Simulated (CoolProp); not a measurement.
Vapour-liquid equilibrium of R125 (1) + R227EA (2) at -82.85 °C; x and y are mole fractions of (1).

The numbers come from the multi-fluid Helmholtz-energy mixture model, Lemmon 2005 and Lemmon 2016; pair parameters Bell 2016 in CoolProp.

| x | bubble pressure, mixture model (MPa) | bubble pressure, Raoult's law (MPa) | y, mixture model | y, Raoult's law |
|---|---|---|---|---|
| 0.05 | 0.002166 | 0.002158 | 0.294 | 0.292 |
| 0.125 | [?] | 0.002982 | 0.532 | 0.528 |
| 0.2 | 0.003859 | 0.003807 | [?] | 0.662 |
| 0.275 | 0.004705 | 0.004631 | 0.751 | 0.748 |
| 0.35 | 0.005547 | 0.005456 | 0.811 | 0.808 |
| 0.425 | 0.006381 | 0.006280 | 0.854 | 0.853 |
| 0.5 | 0.007207 | 0.007105 | 0.887 | 0.887 |
| 0.575 | 0.008024 | 0.007929 | 0.913 | 0.914 |
| 0.65 | 0.008835 | 0.008754 | [?] | 0.936 |
| 0.725 | 0.009640 | 0.009579 | 0.953 | 0.954 |
| 0.8 | 0.01044 | 0.01040 | 0.968 | 0.969 |
| 0.875 | 0.01125 | 0.01123 | 0.981 | 0.982 |
| 0.95 | 0.01206 | 0.01205 | 0.993 | 0.993 |

Problem. Complete the blanks.

Solution. 
- 0.125, bubble pressure, mixture model (MPa): 0.003011
- 0.2, y, mixture model: 0.666
- 0.65, y, mixture model: 0.935

The largest gap from Raoult's law is +1.7 % in bubble pressure, at x = 0.35. No azeotrope shows between x = 0.05 and 0.95.

Pair parameters are fitted to limited data, so mixtures are less certain than the pure fluids.
